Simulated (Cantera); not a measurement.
A Cantera script and what it prints.

```python
import numpy as np
import cantera as ct

gas_names = """
    CL CL2 H HCL H2 Si SiCL SiCL2 SiCL3 SiCL4 SiH SiHCL3 SiH2 SiH2CL2 SiH3 SiH3CL SiH4 Si2 Si3
""".split()
cond_names = """
    Si(cr) Si(L)
""".split()


# ... load() reads the species with a 1 bar reference pressure and builds the phases ...
atoms = {
    'SiH2Cl2': {'Si': 1, 'H': 2, 'CL': 2},
    'H2': {'H': 2},
}
top_T = {}  # K; cautious upper limits of use, not melting points


# ... equilibrate(T, P, feed) seeds the gas with the atoms and calls Mixture.equilibrate('TP', solver="vcs", rtol=1e-11, max_steps=5000) ...
results = []
feed = {'SiH2Cl2': 1, 'H2': 25}  # mol
P = 2500  # Pa
for T in [900, 975, 1050, 1125, 1200, 1275, 1350, 1425, 1500, 1575, 1650]:
    mix = equilibrate(T, P, feed)
    results.append((T, P, feed, dict(zip(mix.species_names, mix.species_moles))))
    x = sorted(zip(gas.X, gas.species_names), reverse=True)
    print(f"T = {T:g} K  P = {P:g} Pa  gas = {mix.phase_moles(0):.4g} mol")
    print("   x: " + "  ".join(f"{s} {v:.3e}" for v, s in x if v > 1e-06))
    print("   condensed (mol): " + ("  ".join(f"{mix.phase(i).name} {mix.phase_moles(i):.4g}"
          for i in range(1, mix.n_phases) if mix.phase_moles(i) > 1e-12) or "none"))
```

It prints:

```
T = 900 K  P = 2500 Pa  gas = 26.51 mol
   x: H2 9.744e-01  SiCL4 1.302e-02  HCL 7.015e-03  SiHCL3 5.137e-03  SiH2CL2 1.922e-04  SiCL3 1.369e-04  SiCL2 6.861e-05  SiH3CL 1.755e-06
   condensed (mol): Si(cr) 0.508
T = 975 K  P = 2500 Pa  gas = 26.57 mol
   x: H2 9.692e-01  HCL 1.400e-02  SiCL4 1.141e-02  SiHCL3 4.513e-03  SiCL3 3.627e-04  SiCL2 3.266e-04  SiH2CL2 1.870e-04  SiH3CL 1.957e-06
   condensed (mol): Si(cr) 0.5538
T = 1050 K  P = 2500 Pa  gas = 26.66 mol
   x: H2 9.613e-01  HCL 2.429e-02  SiCL4 8.766e-03  SiHCL3 3.601e-03  SiCL2 1.147e-03  SiCL3 7.451e-04  SiH2CL2 1.686e-04  SiH3CL 2.056e-06
   condensed (mol): Si(cr) 0.6153
T = 1125 K  P = 2500 Pa  gas = 26.77 mol
   x: H2 9.515e-01  HCL 3.650e-02  SiCL4 5.336e-03  SiCL2 2.967e-03  SiHCL3 2.416e-03  SiCL3 1.134e-03  SiH2CL2 1.343e-04  SiH3CL 1.995e-06
   condensed (mol): Si(cr) 0.679
T = 1200 K  P = 2500 Pa  gas = 26.89 mol
   x: H2 9.429e-01  HCL 4.684e-02  SiCL2 5.493e-03  SiCL4 2.269e-03  SiHCL3 1.242e-03  SiCL3 1.192e-03  SiH2CL2 8.907e-05  SiH3CL 1.747e-06  H 1.212e-06
   condensed (mol): Si(cr) 0.7234
T = 1275 K  P = 2500 Pa  gas = 26.96 mol
   x: H2 9.382e-01  HCL 5.218e-02  SiCL2 7.524e-03  SiCL3 8.871e-04  SiCL4 6.804e-04  SiHCL3 4.938e-04  SiH2CL2 4.967e-05  H 4.516e-06  SiH3CL 1.395e-06
   condensed (mol): Si(cr) 0.7402
T = 1350 K  P = 2500 Pa  gas = 26.98 mol
   x: H2 9.366e-01  HCL 5.378e-02  SiCL2 8.683e-03  SiCL3 5.580e-04  SiCL4 1.789e-04  SiHCL3 1.784e-04  SiH2CL2 2.595e-05  H 1.459e-05  SiH3CL 1.074e-06
   condensed (mol): Si(cr) 0.7403
T = 1425 K  P = 2500 Pa  gas = 26.99 mol
   x: H2 9.362e-01  HCL 5.390e-02  SiCL2 9.368e-03  SiCL3 3.420e-04  SiHCL3 6.673e-05  SiCL4 4.910e-05  H 4.174e-05  SiH2CL2 1.384e-05  CL 1.968e-06
   condensed (mol): Si(cr) 0.7343
T = 1500 K  P = 2500 Pa  gas = 27 mol
   x: H2 9.362e-01  HCL 5.358e-02  SiCL2 9.847e-03  SiCL3 2.148e-04  H 1.077e-04  SiHCL3 2.692e-05  SiCL4 1.487e-05  SiH2CL2 7.747e-06  CL 4.969e-06  SiCL 2.690e-06  SiH2 1.402e-06
   condensed (mol): Si(cr) 0.7269
T = 1575 K  P = 2500 Pa  gas = 27 mol
   x: H2 9.362e-01  HCL 5.312e-02  SiCL2 1.022e-02  H 2.543e-04  SiCL3 1.397e-04  SiHCL3 1.175e-05  CL 1.147e-05  SiCL 7.917e-06  SiCL4 4.997e-06  SiH2CL2 4.560e-06  SiH2 3.517e-06  Si 2.296e-06
   condensed (mol): Si(cr) 0.7193
T = 1650 K  P = 2500 Pa  gas = 27.01 mol
   x: H2 9.361e-01  HCL 5.264e-02  SiCL2 1.053e-02  H 5.559e-04  SiCL3 9.413e-05  CL 2.451e-05  SiCL 2.105e-05  Si 1.072e-05  SiH2 8.104e-06  SiHCL3 5.516e-06  SiH 2.995e-06  SiH2CL2 2.812e-06  SiCL4 1.847e-06
   condensed (mol): Si(cr) 0.7117
```

Equilibrium computed with Cantera from the NASA thermochemical tables; the gas is ideal and each condensed phase is pure. The tables' values for SiCl3, SiCl are old estimates; treat these amounts as uncertain.
